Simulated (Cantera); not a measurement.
**Pyrogenic steam for wet oxidation**

A perfectly stirred reactor is fed with H₂ : O₂ : N₂ = 0.56 : 1 : 1.2 (molar parts), equivalence ratio 0.28, at 75.0 Torr; it is held at 1275 K, and followed from long to short residence time.

Model: GRI-Mech 3.0 (53 species, 325 reactions), integrated in Cantera. The temperature is held fixed by assumption; the heat of reaction is taken as removed at once.

```csv
τ (s),x H₂,x O₂,x HO₂,x NO,x O,x H,x N₂O
0.42,0.000357,0.290,6.95e-6,2.51e-7,0.000443,7.25e-5,1.04e-7
0.19,0.000597,0.290,9.83e-6,2.71e-7,0.000754,0.000161,8.74e-8
0.088,0.000978,0.289,1.31e-5,3.45e-7,0.00126,0.000347,7.25e-8
0.040,0.00161,0.289,1.67e-5,4.99e-7,0.00211,0.000760,5.87e-8
0.019,0.00256,0.288,2.01e-5,7.48e-7,0.00341,0.00158,4.74e-8
0.0085,0.00418,0.287,2.32e-5,1.17e-6,0.00567,0.00344,3.70e-8
0.0039,0.00662,0.285,2.54e-5,1.75e-6,0.00908,0.00715,2.86e-8
0.0018,0.0103,0.283,2.65e-5,2.42e-6,0.0140,0.0141,2.19e-8
0.00082,0.0156,0.281,2.65e-5,2.92e-6,0.0206,0.0260,1.64e-8
```
x: mole fraction; the columns are a selection and need not sum to one.
